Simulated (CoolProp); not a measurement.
Vapour-liquid equilibrium of CHF3 (R23) (1) + R143a (2) at -49.75 °C; x and y are mole fractions of (1).

Computed with CoolProp (multi-fluid Helmholtz-energy mixture model, Penoncello 2003 and Lemmon and Jacobsen 2000; pair parameters Bell 2016).

### Question
Give the bubble pressure and the first vapour's composition at x = 0.125, 0.5, 0.875. Is there an azeotrope?

### Answer
x = 0.125: 131.9 kPa, y = 0.394; x = 0.5: 284.8 kPa, y = 0.833; x = 0.875: 433.5 kPa, y = 0.968. No azeotrope shows between x = 0.05 and 0.95.

The pair parameters rest on a limited set of measurements; away from them the model extrapolates.
